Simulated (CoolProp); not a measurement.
Vapour-liquid equilibrium of ethanol (1) + cyclohexane (2) at 157.15 °C; x and y are mole fractions of (1).

Computed with CoolProp (multi-fluid Helmholtz-energy mixture model, Schroeder 2014 and Zhou 2014; pair parameters Bell 2016).

| x | bubble pressure (MPa) | y at the bubble point | dew pressure at overall composition x (MPa) | liquid density (mol/L) |
|---|---|---|---|---|
| 0.05 | 0.7823 | 0.197 | (withheld) | 7.664 |
| 0.2 | (withheld) | 0.444 | (withheld) | 8.079 |
| 0.35 | 1.179 | 0.543 | 0.9379 | 8.625 |
| 0.5 | 1.242 | (withheld) | 1.127 | 9.355 |
| 0.65 | 1.273 | 0.677 | 1.265 | 10.33 |
| 0.8 | 1.269 | 0.774 | 1.262 | 11.59 |
| 0.95 | 1.209 | 0.929 | 1.199 | 13.22 |

### Question
Complete the blanks.

### Answer

- 0.05, dew pressure at overall composition x (MPa): 0.6688
- 0.2, bubble pressure (MPa): 1.054
- 0.2, dew pressure at overall composition x (MPa): 0.7852
- 0.5, y at the bubble point: 0.609

y crosses x between x = 0.65 and 0.8: the model has an azeotrope there.

Pair parameters are fitted to limited data, so mixtures are less certain than the pure fluids.
